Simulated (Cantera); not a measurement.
A freely propagating, adiabatic, planar premixed flame of CH4 : C2H6 : O2 : N2 = 1 : 0.34 : 2.45 : 9.23 (molar parts), equivalence ratio 1.3, unburnt at 548 K and 1.01 bar; mixture-averaged transport, grid criteria slope 0.08 and curve 0.16, no radiation.

Cantera simulation using GRI-Mech 3.0 (53 species, 325 reactions); the numbers are that mechanism's predictions, not measurements. Burning velocities carry a grid error of a few per cent, more on coarse grids.

Question: What does this change do: inlet temperature 548 to 300 K?

Answer: 
```tsv
quantity	before	after
laminar burning velocity	90.7 cm/s	28.6 cm/s
thermal thickness	0.363 mm	0.520 mm
peak x(CH3)	0.00426	0.00282
peak x(CH2CO)	0.000645	0.000558
peak x(CH2O)	0.00163	0.00146
```

Question: What does this change do: O2 2.45 to 1.9 parts?

Answer: 
```csv
quantity,before,after
laminar burning velocity,90.7 cm/s,18.8 cm/s
thermal thickness,0.363 mm,1.41 mm
peak x(CH3),0.00426,0.00126
peak x(CH2CO),0.000645,0.000924
peak x(CH2O),0.00163,0.00137
```
